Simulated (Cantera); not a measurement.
# Roasting and sulfation: FeS₂ + H₂S + N₂

Input: 1 mol FeS₂, 3.4 mol H₂S, 33 mol N₂, at 1948 K and 1900000 Pa.

These are equilibrium values from Cantera (NASA tables, ideal gas, pure condensed phases), not measurements of a reactor. Candidate condensed phases: Fe, FeS, FeS₂, S; 16 gas species. FeS: taken at fixed stoichiometry. Equilibrium is a limit: real reactors are often held back by kinetics, nucleation or transport.

```yaml
x(N₂): 0.869
x(H₂): 0.0552
x(S₂): 0.0400
x(H₂S): 0.0328
x(SH): 0.00298
x(S): 0.000103
x(H): 6.09e-5
x(NH₃): 5.04e-6
x(SN): 4.06e-6
n(FeS(l)): 1.000 mol
gas_amount: 37.98 mol
log10 activity of Fe(l) (absent): -1.32
log10 activity of S(l) (absent): -1.61
```
